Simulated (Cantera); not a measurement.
An adiabatic, constant-pressure homogeneous reactor starts with CH₄ : O₂ : N₂ : H₂O = 1 : 1.25 : 4.7 : 0.96 (molar parts), at 1800 K and 4580 Torr.

Detailed kinetics in Cantera: GRI-Mech 3.0 (53 species, 325 reactions).

One state of this run: T (K) = 2815; x CH₄ = 9.29e-12; x O₂ = 0.000629; x H₂O = 0.239; x NO₂ = 4.55e-8; x H₂O₂ = 1.91e-7; x HCO = 4.98e-7; x H = 0.0105. x: mole fraction; the columns are a selection and need not sum to one.

Problem. Which value of t (s) does it belong to?
A) 0.000136
B) 5.00e-6
C) 1.50e-5
D) 4.52e-5

Solution. A, 0.000136
